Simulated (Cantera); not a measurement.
A closed system holds: 1 mol Si3N4, 0.0074 mol Si, 1.8 mol H2, equilibrated at 30.8 Torr.

These are equilibrium values from Cantera (NASA tables, ideal gas, pure condensed phases), not measurements of a reactor. Candidate condensed phases: Si, Si3N4; 18 gas species. The tables' values for SiN are old estimates; treat these amounts as uncertain. Gases not in the tables: Si2H6 and higher silanes. Rates play no part. All values below are at 2198 K.

Base state: N2 0.516, H2 0.455, H 0.0186, Si 0.00882, SiH 0.000535, Si2N 0.000241, SiN 0.000217, Si2 0.000141 (mole fractions); condensed: Si(l).

**Question.** What changes in the equilibrium state with this change: pressure from 30.8 Torr to 0.435 Torr?

**Answer.** 
```tsv
species	before	after
Si	0.00882	0.408
N2	0.516	0.280
H2	0.455	0.200
H	0.0186	0.103
Si2	0.000141	0.00426
Si3	2.75e-5	0.000545
SiN	0.000217	0.000882
SiH	0.000535	0.00195
SiH2	0.000134	3.87e-5
Si(l), mol	2.97	0
```

**Question.** What changes in the equilibrium state with this change: pressure from 30.8 Torr to 3300 Torr?

**Answer.** 
| species | before | after |
|---|---|---|
| H2 | 0.455 | 0.603 |
| N2 | 0.516 | 0.394 |
| H | 0.0186 | 0.00206 |
| SiH2 | 0.000134 | 0.000178 |
| NH3 | 1.35e-7 | 1.93e-5 |
| Si | 0.00882 | 8.22e-5 |
| Si3 | 2.75e-5 | 2.56e-7 |
| Si(l), mol | 2.97 | 1.77 |
| Si3N4(s), mol | 0 | 0.413 |
Mutual solubility and eutectic melting of coexisting phases are not modelled.
